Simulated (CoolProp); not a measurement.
The numbers come from the reference Helmholtz-energy equation of state, Lemmon 2006 in CoolProp. It is a short technical equation, of lower accuracy than the large ones.

### Question
For toluene, give the phase and the cp (kJ/(kg K)) at 346.85 °C and 0.0402 MPa; 346.85 °C and 6.19 MPa.

### Answer
- 346.85 °C and 0.0402 MPa: gas; cp 2.18
- 346.85 °C and 6.19 MPa: supercritical; cp 4.31
